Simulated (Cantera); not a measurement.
A closed system holds: 1 mol Fe3O4, a varied amount of H2, equilibrated at 1602 °C and 900000 Pa.

Equilibrium computed with Cantera from the NASA thermochemical tables; the gas is ideal and each condensed phase is pure. Candidate condensed phases: Fe, FeO, Fe(OH)2, Fe(OH)3, Fe2O3, Fe3O4, H2O; 12 gas species. Rates play no part.

At 19 mol H2, list the 4 most abundant gas species with their mole fractions, and the condensed phases.

H2 0.789, H2O 0.210, H 0.000194, Fe(OH)2 2.64e-5. Condensed: Fe(l).
